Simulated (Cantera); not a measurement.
Cantera run:

```python
import numpy as np
import cantera as ct

gas_names = [...]  # 87 gases of nasa_gas.yaml made of C, H, Si
cond_names = """
    C(gr) C6H6(L) C7H8(L) C8H18(L),n-octa Si(cr) Si(L) SiC(b)
""".split()


# ... load() reads the species with a 1 bar reference pressure and builds the phases ...
atoms = {
    'CH3SiH3': {'C': 1, 'H': 6, 'Si': 1},
    'C2H4': {'C': 2, 'H': 4},
    'H2': {'H': 2},
}
top_T = {'C(gr)': 4500, 'SiC(b)': 3050}  # K; cautious upper limits of use, not melting points


# ... equilibrate(T, P, feed) seeds the gas with the atoms and calls Mixture.equilibrate('TP', solver="vcs", rtol=1e-11, max_steps=5000) ...
results = []
feed = {'CH3SiH3': 1, 'C2H4': 0.43, 'H2': 2000}  # mol
P = 100000  # Pa
for T in [1075, 1225, 1375, 1525, 1675, 1825, 1975, 2125, 2275, 2425, 2575]:
    mix = equilibrate(T, P, feed)
    results.append((T, P, feed, dict(zip(mix.species_names, mix.species_moles))))

top = {s: max(r[3][s] / sum(r[3][g] for g in gas_names) for r in results) for s in gas_names}
cols = sorted((s for s in top if top[s] > 0.0001), key=lambda s: -top[s])[:7]
seen = [c for c in cond_names if any(r[3].get(c, 0) > 1e-12 for r in results)]
print("log10 of partial pressures in bar; condensed amounts in mol")
print(f"{'T/K':>10s}" + "".join(f"{s[:9]:>10s}" for s in cols + seen))
for T, P, feed, n in results:
    ng = sum(n[g] for g in gas_names)
    print(f"{T:10.4g}" + "".join(f"{np.log10(max(n[s] / ng * P / 1e5, 1e-99)):10.3f}" for s in cols)
          + "".join(f"{n.get(c, 0):10.4g}" for c in seen))
```

Output:

```
log10 of partial pressures in bar; condensed amounts in mol
       T/K        H2         H C2H2,acet       CH4        Si      SiH2    SiC(b)
      1075    -0.000    -7.834   -12.166    -3.367   -15.242   -10.270    0.9999
      1225    -0.000    -6.506    -9.760    -3.367   -12.684    -8.934    0.9999
      1375    -0.000    -5.465    -7.878    -3.367   -10.692    -7.893    0.9999
      1525    -0.000    -4.626    -6.370    -3.368    -9.094    -7.057    0.9997
      1675    -0.000    -3.935    -5.162    -3.383    -7.771    -6.358    0.9989
      1825    -0.000    -3.356    -4.325    -3.478    -6.583    -5.690    0.9947
      1975    -0.001    -2.864    -3.915    -3.708    -5.429    -4.975    0.9652
      2125    -0.002    -2.441    -3.675    -3.959    -4.384    -4.309    0.7664
      2275    -0.004    -2.073    -3.389    -4.139    -3.623    -3.878         0
      2425    -0.008    -1.751    -3.370    -4.413    -3.518    -4.063         0
      2575    -0.015    -1.468    -3.365    -4.664    -3.459    -4.264         0
```

These are equilibrium values from Cantera (NASA tables, ideal gas, pure condensed phases), not measurements of a reactor. The feed counts by its element totals alone. Gases not in the tables: Si2H6 and higher silanes.
